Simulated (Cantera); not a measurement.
**Reactions in the system B-Cl-F-N**

Cantera with NASA thermochemical tables; ideal gases at 1 bar, condensed phases pure. Values are per mole of reaction as written; species without (g) are pure solids or liquids, kept so even where they would boil at 1 bar.

3 Cl2(g) + BF3(g) + BN → NF3(g) + 2 BCl3(g)

| T (K) | ΔH° (kJ) | ΔS° (J/K) | ΔG° (kJ) | log10 K |
|---|---|---|---|---|
| 300 | 449.0 | -97.2 | 478.1 | -83.25 |
| 1573 | 459.3 | -82.9 | 589.8 | -19.59 |
| 1623 | 459.6 | -82.7 | 593.9 | -19.11 |
| 1673 | 459.9 | -82.6 | 598.1 | -18.67 |
| 1723 | 460.2 | -82.4 | 602.2 | -18.26 |
| 1773 | 460.5 | -82.3 | 606.3 | -17.86 |
| 1823 | 460.7 | -82.1 | 610.4 | -17.49 |
| 1873 | 461.0 | -82.0 | 614.5 | -17.14 |
| 1923 | 461.2 | -81.9 | 618.6 | -16.80 |
| 1973 | 461.4 | -81.7 | 622.7 | -16.49 |
| 2023 | 461.7 | -81.6 | 626.8 | -16.18 |
| 2073 | 461.9 | -81.5 | 630.9 | -15.90 |
